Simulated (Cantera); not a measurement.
Cantera run, input and output.

```python
import numpy as np
import cantera as ct

gas = ct.Solution("gri30.yaml")


def delay(T, t_max=10):
    gas.TPX = T, 1000000, {'CO': 1, 'H2': 0.12, 'O2': 0.329, 'N2': 1.24}
    reactor = ct.IdealGasReactor(gas, clone=False)
    net = ct.ReactorNet([reactor])
    net.rtol, net.atol = 1e-8, 1e-16
    while net.time < t_max:
        t_old, T_old = net.time, reactor.T
        net.step()
        if reactor.T > T + 400:  # ignition: a rise of 400 K
            return t_old + (T + 400 - T_old) / (reactor.T - T_old) * (net.time - t_old)
    return np.nan


taus = []
for T in [1148, 1248, 1348, 1448, 1548, 1648, 1748, 1848, 1948]:
    taus.append(delay(T))
    print(f"T0 = {T:6g} K   tau = {taus[-1]:.4e} s")
```

Output:

```
T0 =   1148 K   tau = 7.8515e-05 s
T0 =   1248 K   tau = 1.5146e-05 s
T0 =   1348 K   tau = 6.3413e-06 s
T0 =   1448 K   tau = 3.8271e-06 s
T0 =   1548 K   tau = 2.7338e-06 s
T0 =   1648 K   tau = 2.1545e-06 s
T0 =   1748 K   tau = 1.8147e-06 s
T0 =   1848 K   tau = 1.6053e-06 s
T0 =   1948 K   tau = 1.4763e-06 s
```

Computed with Cantera and GRI-Mech 3.0 (53 species, 325 reactions). The hydrogen kinetics of GRI-Mech 3.0 are dated; newer H2 mechanisms differ, most at raised pressure. Where the delays flatten at high temperature, the 400 K rule measures the pace of heat release, not the induction time.
